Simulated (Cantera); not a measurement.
Input: 1 mol c-C4F8, 0.085 mol H2, held at 1948 K and 0.900 Torr.

Equilibrium computed with Cantera from the NASA thermochemical tables; the gas is ideal and each condensed phase is pure. Candidate condensed phases: C, C6H6, C7H8, C8H18; 95 gas species. The feed counts by its element totals alone. Gases not in the tables: C2F6 and larger saturated fluorocarbons. The numbers say what is thermodynamically allowed, not how fast it happens.

Base state: CF4 0.661, CF2 0.168, F 0.0950, HF 0.0673, CF3 0.00797, CF 0.000339 (mole fractions); condensed: C(graphite).

Task: What changes in the equilibrium state with this change: c-C4F8 replaced by CH3Cl?

Result: 
```
species             before     after
----------------  --------  --------
H2                   <1e-9     0.506
HCl                      0     0.455
H                  2.50e-7    0.0232
CF4                  0.661         0
CF2                  0.168         0
F                   0.0950         0
HF                  0.0673         0
Cl                       0    0.0156
CF3                0.00797         0
CF                0.000339         0
C2H2 (acetylene)     <1e-9  0.000273
C(graphite), mol      1.88     0.999
```
